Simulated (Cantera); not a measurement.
Input: 1 mol FeCl3, 4 mol O2, 0.5 mol H2, held at 0.000825 Torr.

Equilibrium computed with Cantera from the NASA thermochemical tables; the gas is ideal and each condensed phase is pure. Candidate condensed phases: Fe, FeCl2, FeCl3, FeO, Fe(OH)2, Fe(OH)3, Fe2O3, Fe3O4, H2O; 22 gas species. The numbers say what is thermodynamically allowed, not how fast it happens.

Task: What share of the Fe ends up in condensed phases as a function of T (°C), at 1125, 1225, 1325, 1425, 1525, 1625, 1725?

Result: 
```json
[
 {"T (°C)": "1125", "Fe condensed (%)": "47.5", "as": "Fe3O4(s)"},
 {"T (°C)": "1225", "Fe condensed (%)": "48.0", "as": "Fe3O4(s)"},
 {"T (°C)": "1325", "Fe condensed (%)": "45.5", "as": "Fe3O4(s)"},
 {"T (°C)": "1425", "Fe condensed (%)": "0.0", "as": "-"},
 {"T (°C)": "1525", "Fe condensed (%)": "0.0", "as": "-"},
 {"T (°C)": "1625", "Fe condensed (%)": "0.0", "as": "-"},
 {"T (°C)": "1725", "Fe condensed (%)": "0.0", "as": "-"}
]
```
